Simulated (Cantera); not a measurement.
A closed system holds: 1 mol B2H6, 1.8 mol O2, 79 mol N2, 18 mol H2, at 1173.15 K and 21.0 Pa.

These are equilibrium values from Cantera (NASA tables, ideal gas, pure condensed phases), not measurements of a reactor. Candidate condensed phases: B, BN, B2O3, B3O3H3, H2O; 39 gas species. The feed counts by its element totals alone. The numbers say what is thermodynamically allowed, not how fast it happens.

Base state: N2 0.789, H2 0.204, H2O 0.00467, HBO2 0.00265, B2O3 1.78e-5 (mole fractions); condensed: B2O3(l).

**Question.** What changes in the equilibrium state with this change: temperature from 1173.15 K to 2198 K?

**Answer.** 
| species | before | after |
|---|---|---|
| N2 | 0.789 | 0.725 |
| H | 3.68e-6 | 0.131 |
| H2 | 0.204 | 0.117 |
| BO | 3.91e-9 | 0.0112 |
| OH | <1e-9 | 0.00106 |
| BO2 | <1e-9 | 0.000861 |
| O | <1e-9 | 0.000829 |
| B2O3(l), mol | 0.865 | 0 |
